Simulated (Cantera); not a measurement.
Input: 1 mol SiH4, 45 mol N2, held at 1825 °C and 15.0 Pa.

Equilibrium computed with Cantera from the NASA thermochemical tables; the gas is ideal and each condensed phase is pure. Candidate condensed phases: Si, Si3N4; 18 gas species. The tables' values for SiN are old estimates; treat these amounts as uncertain. Rates play no part.

Base state: N2 0.920, H 0.0374, H2 0.0222, Si 0.0204, SiN 4.98e-5, SiH 2.02e-5 (mole fractions); condensed: gas only.

**Question.** What changes in the equilibrium state with this change: N2 from 45 to 2.4 mol?

**Answer.** 
```
species   before     after
-------  -------  --------
N2         0.920     0.415
H2        0.0222     0.279
Si        0.0204     0.171
H         0.0374     0.133
Si3      2.95e-8   1.75e-5
Si2      6.17e-6  0.000436
Si2N     1.40e-6   6.64e-5
```
